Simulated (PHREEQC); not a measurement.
## Acid mine or pickling water: an equilibrium model

Model water analysis in mg/L, 85 °C, pH 3.8, pe 12.2:

| constituent | mg/L |
|---|---|
| Na | 99.9 |
| K | 4.16 |
| Ca | 63.7 |
| Mg | 18.2 |
| Cl | 51.7 |
| S(6) as SO4 | 400 |
| Al | 0.325 |

Valence states are taken as typed.

Model: ion-association model, phreeqc.dat, run in PHREEQC.

Each row changes one thing in this solution. This is a speciation only: nothing precipitates in the calculation.

| case | ionic strength (mol/kgw) | SO4-2 (mol/kgw) | Ca+2 (mol/kgw) | Mg+2 (mol/kgw) | MgSO4 (mol/kgw) | CaSO4 (mol/kgw) | SI of Gibbsite (Al(OH)3) | SI of Gypsum (CaSO4:2H2O) |
|---|---|---|---|---|---|---|---|---|
| as made | 0.0127 | 0.00319 | 0.00122 | 0.000375 | 0.000374 | 0.000368 | -0.23 | -1.08 |
| all concentrations times 2 at the same typed pH | ? | 0.00603 | 0.00223 | 0.000622 | 0.000878 | 0.000943 | -0.10 | -0.67 |
| Cl from 51.7 to 25.9 mg/L | 0.0123 | 0.00319 | 0.00122 | ? | 0.000376 | 0.000371 | -0.23 | -1.08 |
| Mg from 18.2 to 36.4 mg/L | 0.0130 | 0.00291 | 0.00125 | 0.000788 | 0.000710 | 0.000340 | -0.20 | -1.11 |

What belongs in the gaps?


- all concentrations times 2 at the same typed pH, ionic strength (mol/kgw): 0.0239
- Cl from 51.7 to 25.9 mg/L, Mg+2 (mol/kgw): 0.000373

At this temperature some constants are extrapolated from 25 °C, and those without enthalpy data are left unchanged.
